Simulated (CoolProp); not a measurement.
Vapour-liquid equilibrium of R22 (1) + R11 (2) at 0.0523 MPa; x and y are mole fractions of (1).

The numbers come from the multi-fluid Helmholtz-energy mixture model, Kamei 1995 and Jacobsen 1992; pair parameters Bell 2016 in CoolProp.

```tsv
x	bubble temperature (°C)	y at the bubble point	dew temperature at overall composition x (°C)	liquid density (mol/L)
0.05	-10.5	0.538	5.1	11.49
0.2	-31.8	0.866	1.1	12.36
0.35	-40.0	0.929	-3.4	13.08
0.5	-44.6	0.955	-8.9	13.81
0.65	-47.8	0.971	-15.9	14.58
0.8	-50.5	0.984	-25.6	15.43
0.95	-53.1	0.996	-43.7	16.39
```

No azeotrope shows between x = 0.05 and 0.95.

Pair parameters are fitted to limited data, so mixtures are less certain than the pure fluids.
